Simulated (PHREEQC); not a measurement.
Model water analysis in mg/L, 25 °C, pH 1.96, pe 10.8: Na 117; K 1.53; Ca 65.9; Mg 56.8; Cl 102; S(6) as SO4 1530; Zn 1.36.

Valence states are taken as typed.

The numbers come from PHREEQC with the ion-association model, phreeqc.dat.

```json
{
 "ionic_strength": "0.0362 mol/kgw",
 "specific_conductance": "5930 µS/cm",
 "total_alkalinity": "-18.4 meq/kg",
 "charge_balance_error": "-6.6 %"
}
```

```tsv
species	molality	activity	log γ
H+	0.0126	0.0110	-0.062
SO4-2	0.00885	0.00446	-0.297
HSO4-	0.00567	0.00476	-0.076
Na+	0.00499	0.00420	-0.074
Cl-	0.00288	0.00241	-0.079
Mg+2	0.00152	0.000793	-0.282
Ca+2	0.00114	0.000588	-0.290
MgSO4	0.000823	0.000830	0.004
CaSO4	0.000462	0.000466	0.004
NaSO4-	0.000111	9.40e-5	-0.073
CaHSO4+	4.00e-5	3.36e-5	-0.076
K+	3.80e-5	3.17e-5	-0.079
Zn+2	1.33e-5	6.73e-6	-0.296
ZnSO4	6.98e-6	7.04e-6	0.004
KSO4-	1.17e-6	9.94e-7	-0.073
Zn(SO4)2-2	5.14e-7	2.55e-7	-0.304
```

No solid was allowed to form. Complexes and solids missing from the database can't appear.
